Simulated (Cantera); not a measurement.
Input: 1 mol Al2O3, 0.035 mol Cl2, held at 1398.15 K and 1 atm.

Cantera equilibrium calculation (NASA polynomials, part measured and part estimated; ideal gas, pure solids and liquids). Candidate condensed phases: Al, AlCl3, Al2O3; 17 gas species. Kinetics and transport are ignored.

Base state: Cl2 0.963, Cl 0.0273, AlCl3 0.00564, O2 0.00420, ClO 5.03e-5 (mole fractions); condensed: Al2O3(s).

Problem. What changes in the equilibrium state with this change: 0.047 mol O2 added?

Solution. 
```csv
species,before,after
O2,0.00420,0.568
Cl2,0.963,0.414
Cl,0.0273,0.0179
AlCl3,0.00564,4.01e-5
ClO,5.03e-5,0.000384
"Al2O3(s), mol",1.000,1.000
```

Problem. What changes in the equilibrium state with this change: temperature from 1398.15 K to 923.15 K?

Solution. 
```
species         before     after
-------------  -------  --------
Cl2              0.963     1.000
Cl              0.0273  0.000111
AlCl3          0.00564   1.12e-5
ClO            5.03e-5   2.53e-8
O2             0.00420   8.40e-6
Al2O3(s), mol    1.000      1.00
```
Condensed phases not in the tables: AlOCl.

Problem. What changes in the equilibrium state with this change: temperature from 1398.15 K to 1100 K?

Solution. 
```json
[
 {"species": "Cl2", "before": "0.963", "after": "0.998"},
 {"species": "Cl", "before": "0.0273", "after": "0.00150"},
 {"species": "AlCl3", "before": "0.00564", "after": "0.000219"},
 {"species": "ClO", "before": "5.03e-5", "after": "9.41e-7"},
 {"species": "O2", "before": "0.00420", "after": "0.000164"},
 {"species": "Al2O3(s), mol", "before": "1.000", "after": "1.000"}
]
```
